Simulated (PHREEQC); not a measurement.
Solution (25 °C): 0.074 mol/kgw HF, 0.00012 mol/kgw NH4HF2, 0.0059 mol/kgw (NH4)2SiF6 and 5.2e-05 mol/kgw H3PO4. Closed to the air; pH follows from the charge balance.

Equilibrium calculation in PHREEQC: ion-association model, wateq4f.dat.

**Question.** The ionic strength comes out as 0.0252 mol/kgw. What activity coefficients do H2PO4-, SiF6-2, NH4+, H+, HF2- get?

**Answer.** H2PO4- 0.86, SiF6-2 0.55, NH4+ 0.86, H+ 0.88, HF2- 0.86.

No solid was allowed to form. wateq4f.dat counts part of the HF as a dimer, H2F2, which phreeqc.dat doesn't know; its constant is uncertain. H3PO4, which wateq4f.dat lacks, is added to it with the constant of phreeqc.dat. SiF6-2 is the database's only silicon fluoride.
